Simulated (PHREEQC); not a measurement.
Consider water at 20 °C with 20 mmol/kgw AgNO3 and 59 mmol/kgw Pb(NO3)2. Closed to the air; pH follows from the charge balance.

All values are PHREEQC results (ion-association model, wateq4f.dat), not measurements.

This is a speciation only: nothing precipitates in the calculation.

Order these N species by the share of N that they hold, largest first: PbNO3+, NO3-, AgNO3.

NO3- (85 %), PbNO3+ (15 %), AgNO3 (0.44 %)

The pH is 4.51 and the ionic strength 0.155 mol/kgw.
